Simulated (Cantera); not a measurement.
An adiabatic, constant-pressure homogeneous reactor starts with CH4 : O2 : N2 = 1 : 1.33 : 5.01 (molar parts), equivalence ratio 1.5, at 1575 K and 6.90 bar.

Model: GRI-Mech 3.0 (53 species, 325 reactions), integrated in Cantera.

One state of this run: T (K) = 2847; x CH4 = 9.77e-12; x O2 = 0.000504; x CH2 = 5.64e-12; x CH2CO = <1e-12; x CO = 0.0937. x: mole fraction; the columns are a selection and need not sum to one.

Problem. Which value of t (s) does it belong to?
A) 6.34e-5
B) 4.00e-6
C) 0.00100
D) 1.59e-5

Solution. C, 0.00100
